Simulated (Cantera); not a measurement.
Low-pressure radical oxidation in H2/O2

A perfectly stirred reactor is fed with 21.3 % H2, 78.7 % O2, equivalence ratio 0.14, at 10.00 Torr; it is held at 1200 K, and followed from long to short residence time.

Detailed kinetics in Cantera: the H2/O2 subset of GRI-Mech 3.0, which has no nitrogen chemistry. Radical loss at walls, strong at low pressure, is not modelled. The temperature is held fixed by assumption; the heat of reaction is taken as removed at once.

```
τ (s)       x H2   x O2   x H2O2       x H       x O  x H2O    x HO2
------  --------  -----  -------  --------  --------  -----  -------
16      0.000122  0.761  1.49e-7   3.62e-5  0.000466  0.237  1.70e-6
7.3     0.000203  0.761  1.91e-7   7.96e-5  0.000787  0.237  2.46e-6
3.3     0.000340  0.760  2.39e-7  0.000176   0.00134  0.236  3.44e-6
1.5     0.000565  0.759  2.92e-7  0.000387   0.00225  0.236  4.60e-6
0.68    0.000934  0.757  3.47e-7  0.000847   0.00378  0.234  5.88e-6
0.31     0.00153  0.755  3.97e-7   0.00183   0.00629  0.232  7.15e-6
0.14     0.00249  0.750  4.36e-7   0.00393    0.0104  0.229  8.32e-6
0.064    0.00396  0.743  4.57e-7   0.00813    0.0167  0.223  9.21e-6
0.029    0.00618  0.732  4.55e-7    0.0161    0.0259  0.213  9.71e-6
0.013    0.00934  0.717  4.32e-7    0.0292    0.0378  0.198  9.74e-6
0.0060    0.0135  0.702  4.08e-7    0.0450    0.0489  0.181  9.41e-6
```
x: mole fraction; the columns are a selection and need not sum to one.
